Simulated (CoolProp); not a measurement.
Vapour-liquid equilibrium of R13 (1) + R113 (2) at 262.8 K; x and y are mole fractions of (1).

The numbers come from the multi-fluid Helmholtz-energy mixture model, Platzer 1990 and Marx 1992; pair parameters Bell 2016 in CoolProp. This equation is an older, rougher fit; its heat capacities, sound speeds and derivatives of the liquid may be far off and weren't checked against measurements.

```json
[
 {"x": "0.05", "bubble pressure, mixture model (bar)": "1.079", "bubble pressure, Raoult's law (bar)": "0.8350", "y, mixture model": "0.917", "y, Raoult's law": "0.899"},
 {"x": "0.2", "bubble pressure, mixture model (bar)": "3.737", "bubble pressure, Raoult's law (bar)": "3.073", "y, mixture model": "0.976", "y, Raoult's law": "0.977"},
 {"x": "0.35", "bubble pressure, mixture model (bar)": "6.015", "bubble pressure, Raoult's law (bar)": "5.311", "y, mixture model": "0.986", "y, Raoult's law": "0.989"},
 {"x": "0.5", "bubble pressure, mixture model (bar)": "8.026", "bubble pressure, Raoult's law (bar)": "7.549", "y, mixture model": "0.990", "y, Raoult's law": "0.994"},
 {"x": "0.65", "bubble pressure, mixture model (bar)": "9.890", "bubble pressure, Raoult's law (bar)": "9.787", "y, mixture model": "0.993", "y, Raoult's law": "0.997"},
 {"x": "0.8", "bubble pressure, mixture model (bar)": "11.78", "bubble pressure, Raoult's law (bar)": "12.03", "y, mixture model": "0.995", "y, Raoult's law": "0.999"},
 {"x": "0.95", "bubble pressure, mixture model (bar)": "14.04", "bubble pressure, Raoult's law (bar)": "14.26", "y, mixture model": "0.998", "y, Raoult's law": "1.000"}
]
```

The largest gap from Raoult's law is +29.2 % in bubble pressure, at x = 0.05. No azeotrope shows between x = 0.05 and 0.95.

Pair parameters are fitted to limited data, so mixtures are less certain than the pure fluids. The gap from Raoult's law changes sign with composition, which may be real or a fault of the pair parameters; it wasn't checked against measurements.
